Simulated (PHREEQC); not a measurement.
Dissolve 62 mmol/kgw Na2SeO3, 0.67 mmol/kgw HCl and 0.16 mmol/kgw FeCl3 at 25 °C. Closed to the air; pH follows from the charge balance.

Equilibrium calculation in PHREEQC: ion-association model, wateq4f.dat.

```json
[
 {"quantity": "pH", "before": "9.77", "after": "9.80"},
 {"quantity": "HSeO3- (mol/kgw)", "before": "0.00137", "after": "0.000728"},
 {"quantity": "Fe(OH)2+ (mol/kgw)", "before": "3.49e-8", "after": "1.48e-8"},
 {"quantity": "SI of Halite (NaCl)", "before": "-5.70", "after": "-6.25"},
 {"quantity": "SI of Goethite (FeOOH)", "before": "+8.86", "after": "+8.54"}
]
```

Which change was made?
(A) diluted 100-fold with water
(B) 0.039 mol/kgw NaCl added
(C) temperature from 25 to 65 °C
(D) diluted 2-fold with water
(E) temperature from 25 to 35 °C

D, diluted 2-fold with water

This is a speciation only: nothing precipitates in the calculation. Some of these states are supersaturated (in Fe(OH)3(a), Hematite (slow to form), for instance).
